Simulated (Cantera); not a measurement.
A closed system holds: 1 mol Al(CH3)3, 2.4 mol NH3, 36 mol N2, held at 650 °C and 28.0 Pa.

Equilibrium computed with Cantera from the NASA thermochemical tables; the gas is ideal and each condensed phase is pure. Candidate condensed phases: Al, AlN, C, C6H6, C7H8, C8H18; 97 gas species. The feed counts by its element totals alone. Rates play no part.

Base state: N2 0.819, H2 0.181 (mole fractions); condensed: AlN(s) + C(graphite).

What changes in the equilibrium state with this change: temperature from 650 °C to 1475 °C?


| species | before | after |
|---|---|---|
| N2 | 0.819 | 0.801 |
| H2 | 0.181 | 0.171 |
| Al | <1e-9 | 0.0203 |
| H | 6.25e-9 | 0.00565 |
| AlH | <1e-9 | 7.41e-5 |
| AlN(s), mol | 1.00 | 0.0536 |
| C(graphite), mol | 3.00 | 2.91 |

What changes in the equilibrium state with this change: temperature from 650 °C to 1702 °C?


| species | before | after |
|---|---|---|
| N2 | 0.819 | 0.788 |
| H2 | 0.181 | 0.154 |
| H | 6.25e-9 | 0.0320 |
| Al | <1e-9 | 0.0212 |
| HNC | <1e-9 | 0.000252 |
| C2H2 (acetylene) | <1e-9 | 9.97e-5 |
| AlH | <1e-9 | 4.11e-5 |
| CN | <1e-9 | 2.15e-5 |
| HCN | 5.26e-7 | 0.00464 |
| AlN(s), mol | 1.00 | 0 |
| C(graphite), mol | 3.00 | 2.76 |
